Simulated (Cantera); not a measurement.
A Cantera script and what it prints.

```python
import numpy as np
import cantera as ct

gas_names = """
    H H2 Si SiH SiH2 SiH3 SiH4 Si2 Si3
""".split()
cond_names = """
    Si(cr) Si(L)
""".split()


# ... load() reads the species with a 1 bar reference pressure and builds the phases ...
atoms = {
    'Si2H6': {'Si': 2, 'H': 6},
    'H2': {'H': 2},
}
top_T = {}  # K; cautious upper limits of use, not melting points


# ... equilibrate(T, P, feed) seeds the gas with the atoms and calls Mixture.equilibrate('TP', solver="vcs", rtol=1e-11, max_steps=5000) ...
results = []
feed = {'Si2H6': 1, 'H2': 95}  # mol
P = 30000  # Pa
for T in [1000, 1100, 1200, 1300, 1400, 1500, 1600, 1700]:
    mix = equilibrate(T, P, feed)
    results.append((T, P, feed, dict(zip(mix.species_names, mix.species_moles))))

top = {s: max(r[3][s] / sum(r[3][g] for g in gas_names) for r in results) for s in gas_names}
cols = sorted((s for s in top if top[s] > 0.0001), key=lambda s: -top[s])[:6]
seen = [c for c in cond_names if any(r[3].get(c, 0) > 1e-12 for r in results)]
print("log10 of partial pressures in bar; condensed amounts in mol")
print(f"{'T/K':>10s}" + "".join(f"{s[:9]:>10s}" for s in cols + seen))
for T, P, feed, n in results:
    ng = sum(n[g] for g in gas_names)
    print(f"{T:10.4g}" + "".join(f"{np.log10(max(n[s] / ng * P / 1e5, 1e-99)):10.3f}" for s in cols)
          + "".join(f"{n.get(c, 0):10.4g}" for c in seen))
```

It prints:

```
log10 of partial pressures in bar; condensed amounts in mol
       T/K        H2         H    Si(cr)     Si(L)
      1000    -0.523    -8.906         2         0
      1100    -0.523    -7.849         2         0
      1200    -0.523    -6.966         2         0
      1300    -0.523    -6.218         2         0
      1400    -0.523    -5.574         2         0
      1500    -0.523    -5.016         2         0
      1600    -0.523    -4.526     1.999         0
      1700    -0.523    -4.093         0     1.998
```

Equilibrium computed with Cantera from the NASA thermochemical tables; the gas is ideal and each condensed phase is pure. The feed counts by its element totals alone. Gases not in the tables: Si2H6 and higher silanes.
